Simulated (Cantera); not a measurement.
# Thermal oxidation and active oxidation of silicon: Si + CO2 + N2

Feed: 1 mol Si, 0.011 mol CO2, 81 mol N2, equilibrated at 13.3 mbar.

Equilibrium computed with Cantera from the NASA thermochemical tables; the gas is ideal and each condensed phase is pure. Candidate condensed phases: C, Si, SiC, SiO2, Si2N2O, Si3N4; 34 gas species. N2 is the only nitrogen source here; it is nearly inert below about 1500 K, so the nitride shown seldom forms there in practice. Mutual solubility and eutectic melting of coexisting phases are not modelled. Rates play no part.

```
T (K)   x N2      x CO     x SiO      x Si     x SiN  n C(graphite)  n Si2N2O(s)  n Si3N4(s)
-----  -----  --------  --------  --------  --------  -------------  -----------  ----------
900     1.00  3.44e-11    <1e-12    <1e-12    <1e-12         0.0110       0.0220       0.319
950     1.00  3.57e-10    <1e-12    <1e-12    <1e-12         0.0110       0.0220       0.319
1000    1.00   2.92e-9    <1e-12    <1e-12    <1e-12         0.0110       0.0220       0.319
1050    1.00   1.95e-8    <1e-12    <1e-12    <1e-12         0.0110       0.0220       0.319
1100    1.00   1.09e-7    <1e-12    <1e-12    <1e-12         0.0110       0.0220       0.319
1150   1.000   5.23e-7  6.89e-12    <1e-12    <1e-12         0.0110       0.0220       0.319
1200   1.000   2.20e-6  8.76e-11    <1e-12    <1e-12         0.0108       0.0218       0.319
1250   1.000   8.23e-6  9.06e-10    <1e-12    <1e-12         0.0103       0.0213       0.319
1300   1.000   2.78e-5   7.80e-9  3.63e-12  1.44e-12        0.00877       0.0198       0.320
1350   1.000   8.56e-5   5.70e-8  3.89e-11  1.18e-11        0.00412       0.0151       0.323
1400   1.000  0.000137   3.61e-7  3.52e-10  8.24e-11              0       0.0110       0.326
1450   1.000  0.000137   2.01e-6   2.73e-9  5.04e-10              0       0.0108       0.326
1500   1.000  0.000137   9.91e-6   1.84e-8   2.73e-9              0       0.0102       0.326
1550   1.000  0.000137   4.41e-5   1.09e-7   1.32e-8              0      0.00746       0.327
```
x: gas mole fraction; n: condensed amount in mol.

From 900 K to 1350 K the condensed part is C(graphite) + Si2N2O(s) + Si3N4(s). From 1400 K to 1550 K the condensed part is Si2N2O(s) + Si3N4(s).
